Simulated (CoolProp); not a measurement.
Aqueous potassium carbonate as a coolant, 6 % by mass, freezing at -2.0 °C, 1 atm.

The numbers come from the Melinder's fits for secondary coolants in CoolProp.

```tsv
T (°C)	cp (kJ/(kg K))	conductivity (W/(m K))	density (kg/m³)	Prandtl number
0.6	3.836	[?]	1058	13.3
7	3.843	[?]	1057	10.8
13.4	3.851	[?]	1055	[?]
19.8	3.860	0.593	1053	7.49
26.2	[?]	0.603	[?]	[?]
32.6	[?]	0.614	1049	5.51
39	3.889	0.624	1046	4.79
```

**Question.** Complete the blanks.

**Answer.** 
- 0.6, conductivity (W/(m K)): 0.560
- 7, conductivity (W/(m K)): 0.571
- 13.4, conductivity (W/(m K)): 0.582
- 13.4, Prandtl number: 8.90
- 26.2, cp (kJ/(kg K)): 3.869
- 26.2, density (kg/m³): 1051
- 26.2, Prandtl number: 6.39
- 32.6, cp (kJ/(kg K)): 3.879
